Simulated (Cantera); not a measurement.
A freely propagating, adiabatic, planar premixed flame of CH4 : C2H6 : O2 : N2 = 1 : 0.29 : 2.01 : 7.56 (molar parts), equivalence ratio 1.5, unburnt at 700 K and 7.20 atm; mixture-averaged transport, grid criteria slope 0.08 and curve 0.16, no radiation.

Cantera simulation using GRI-Mech 3.0 (53 species, 325 reactions); the numbers are that mechanism's predictions, not measurements. Burning velocities carry a grid error of a few per cent, more on coarse grids.

Problem. How do the results move with these cheaper or finer settings: unity-Lewis-number transport; multicomponent transport; multicomponent+Soret transport; grid criteria slope 0.5, curve 1; grid criteria slope 0.25, curve 0.5; grid criteria slope 0.03, curve 0.06?

Solution. 
| setting | laminar burning velocity | thermal thickness | peak x(OH) | peak x(O) | grid points |
|---|---|---|---|---|---|
| as above | 51.0 cm/s | 0.112 mm | 0.000496 | 5.33e-5 | 128 |
| unity-Lewis-number transport | 41.1 cm/s | 0.126 mm | 0.000562 | 5.04e-5 | 130 |
| multicomponent transport | 51.2 cm/s | 0.114 mm | 0.000494 | 5.31e-5 | 128 |
| multicomponent+Soret transport | 51.0 cm/s | 0.112 mm | 0.000512 | 5.50e-5 | 128 |
| grid criteria slope 0.5, curve 1 | 56.8 cm/s | 0.122 mm | 0.000516 | 5.23e-5 | 33 |
| grid criteria slope 0.25, curve 0.5 | 53.1 cm/s | 0.115 mm | 0.000507 | 5.37e-5 | 56 |
| grid criteria slope 0.03, curve 0.06 | 50.1 cm/s | 0.110 mm | 0.000499 | 5.36e-5 | 350 |
The base run took about 3 core-seconds (a rough figure).
Unity Lewis numbers drop preferential diffusion, which matters most where H2 and H carry the flame; Soret adds thermal diffusion.
